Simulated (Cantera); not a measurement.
Feed: 1 mol SiH4, 19 mol H2O, 2.2 mol N2, 1.6 mol CO2, 0.024 mol H2, equilibrated at 750 Torr.

Equilibrium computed with Cantera from the NASA thermochemical tables; the gas is ideal and each condensed phase is pure. Candidate condensed phases: C, C6H6, C7H8, C8H18, H2O, Si, SiC, SiO2, Si2N2O, Si3N4; 151 gas species. The tables hold silica as quartz up to 1696 K and as liquid above; real silica turns to tridymite and cristobalite and melts near 1996 K. Gases not in the tables: Si(OH)4. Equilibrium is a limit: real reactors are often held back by kinetics, nucleation or transport.

Problem. Which condensed phases are stable at each of these points (T (°C)): 527, 577, 627, 677, 727, 777, 827, 877, 927, 977?

Solution. 
```csv
T (°C),condensed phases,Si condensed (%)
527,SiO2(α-quartz),100.0
577,SiO2(β-quartz),100.0
627,SiO2(β-quartz),100.0
677,SiO2(β-quartz),100.0
727,SiO2(β-quartz),100.0
777,SiO2(β-quartz),100.0
827,SiO2(β-quartz),100.0
877,SiO2(β-quartz),100.0
927,SiO2(β-quartz),100.0
977,SiO2(β-quartz),100.0
```

At 527 °C the condensed part is SiO2(α-quartz). From 577 °C to 977 °C the condensed part is SiO2(β-quartz).
